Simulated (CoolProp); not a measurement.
A single-stage vapour-compression cycle with R1233zd(E): evaporating at 258.15 K (dew point), condensing at 286.15 K (bubble point), superheat 5 K, subcooling 2 K, compressor efficiency 0.8, no pressure losses. Each further row changes one setting.

Computed with CoolProp (reference Helmholtz-energy equation of state, Akasaka 2022).

| case | cooling COP | pressure ratio | discharge temperature (K) | refrigerating effect (kJ/kg) | volumetric capacity (kJ/m³) |
|---|---|---|---|---|---|
| as stated | 6.82 | 3.46 | 300.8 | 184 | 267 |
| evaporating temperature 263.15 K | [?] | 2.71 | [?] | [?] | 341 |
| condensing temperature 281.15 K | 8.44 | 2.83 | [?] | 189 | 275 |
| subcooling 7 K | [?] | 3.46 | 300.8 | 189 | 275 |
| superheat 15 K | 6.82 | 3.46 | [?] | 191 | 267 |
| compressor efficiency 0.7 | 5.96 | 3.46 | 305.6 | 184 | 267 |

Task: What belongs in the gaps?

Result: 
- evaporating temperature 263.15 K, cooling COP: 8.60
- evaporating temperature 263.15 K, discharge temperature (K): 298.5
- evaporating temperature 263.15 K, refrigerating effect (kJ/kg): 187
- condensing temperature 281.15 K, discharge temperature (K): 294.6
- subcooling 7 K, cooling COP: 7.03
- superheat 15 K, discharge temperature (K): 311.1
